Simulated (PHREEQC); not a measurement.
Copper plating or etch bath: speciation

Consider water at 40 °C with 8 mmol/kgw Cu(BF4)2 and 0.023 mmol/kgw H2SO4. Closed to the air; pH follows from the charge balance.

All values are PHREEQC results (ion-association model, wateq4f.dat), not measurements.

```yaml
pH: 2.91
ionic_strength: 0.0249 mol/kgw
total_alkalinity: -48.1 meq/kg
```

```
species    molality  activity   log γ
---------  --------  --------  ------
BF4-         0.0128    0.0108  -0.073
Cu+2        0.00776   0.00434  -0.252
HF          0.00530   0.00533   0.002
F-          0.00258   0.00220  -0.070
H3BO3       0.00152   0.00153   0.002
H+          0.00139   0.00122  -0.056
BF3OH-      0.00119   0.00100  -0.073
BF2(OH)2-  0.000521  0.000440  -0.073
CuF+       0.000231  0.000198  -0.068
HF2-        5.78e-5   4.92e-5  -0.070
H2F2        4.23e-5   4.25e-5   0.002
SO4-2       1.40e-5   7.66e-6  -0.263
```

Precipitation was switched off in this run. Away from 25 °C the constants follow the database's enthalpies or fits; those with neither stay at their 25 °C values. Real BF4- forms and hydrolyses slowly; the run takes it at equilibrium.
